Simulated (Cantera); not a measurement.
An adiabatic, constant-volume homogeneous reactor starts with 9.68 % CH₄, 1.74 % C₂H₆, 0.339 % C₃H₈, 15.1 % O₂, 56.7 % N₂, 16.4 % H₂O, equivalence ratio 1.8, at 1750 K and 0.345 atm.

Cantera simulation using GRI-Mech 3.0 (53 species, 325 reactions); the numbers are that mechanism's predictions, not measurements.

One state of this run: T (K) = 2705; P (bar) = 0.627; x CH₄ = <1e-12; x C₂H₆ = <1e-12; x C₃H₈ = <1e-12; x O = 0.00179; x OH = 0.0130; x H₂O = 0.232. x: mole fraction; the columns are a selection and need not sum to one.

Question: Which value of t (s) does it belong to?
A) 9.00e-6
B) 0.0443
C) 7.54e-5
D) 2.60e-5

Answer: B, 0.0443
